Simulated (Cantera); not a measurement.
A Cantera script and what it prints.

```python
import numpy as np
import cantera as ct

gas_names = """
    N OH PH3 NO2
""".split()
cond_names = """
    P4O10(s)
""".split()


# ... load() reads the species with a 1 bar reference pressure and builds the phases ...
species = {s.name: s for s in load("nasa_gas.yaml", gas_names) + load("nasa_condensed.yaml", cond_names)}
# Each term lists the table entries of one substance; the one whose range holds T is used.
reactions = {
    '11 N(g) + P4O10 + 12 OH(g) = 4 PH3(g) + 11 NO2(g)':
        [(-11, ['N']), (-1, ['P4O10(s)']), (-12, ['OH']), (4, ['PH3']), (11, ['NO2'])],
}


def pick(names, T):
    return next(species[n] for n in names if species[n].thermo.min_temp <= T <= species[n].thermo.max_temp)


results = []
for label, terms in reactions.items():
    print(label)
    print("     T/K   dH/kJ  dS/(J/K)   dG/kJ   log10 K")
    for T in [300, 373, 398, 423, 448, 473, 498, 523, 548, 573, 598]:
        used = [(nu, pick(names, T)) for nu, names in terms]
        dH = sum(nu * s.thermo.h(T) for nu, s in used) / 1e6
        dS = sum(nu * s.thermo.s(T) for nu, s in used) / 1e3
        dG = dH - T * dS / 1e3
        logK = -dG * 1e6 / (ct.gas_constant * T * np.log(10))
        results.append((label, T, dH, dS, dG, logK, [s.name for _, s in used]))
        print(f"{T:8g} {dH:8.1f} {dS:8.1f} {dG:8.1f} {logK:8.2f}")
```

Output:

```
11 N(g) + P4O10 + 12 OH(g) = 4 PH3(g) + 11 NO2(g)
     T/K   dH/kJ  dS/(J/K)   dG/kJ   log10 K
     300  -2264.2   -638.4  -2072.7   360.88
     373  -2281.7   -690.4  -2024.1   283.45
     398  -2287.5   -705.5  -2006.7   263.36
     423  -2293.2   -719.5  -1988.9   245.59
     448  -2298.9   -732.5  -1970.7   229.77
     473  -2304.4   -744.6  -1952.2   215.59
     498  -2309.9   -755.9  -1933.5   202.80
     523  -2315.3   -766.5  -1914.5   191.20
     548  -2320.6   -776.4  -1895.2   180.64
     573  -2325.9   -785.7  -1875.6   170.98
     598  -2331.0   -794.5  -1855.9   162.11
```

Source: NASA polynomial tables (part measured, part estimated), evaluated in Cantera. Condensed species are held in their standard states even where they would react or evaporate.
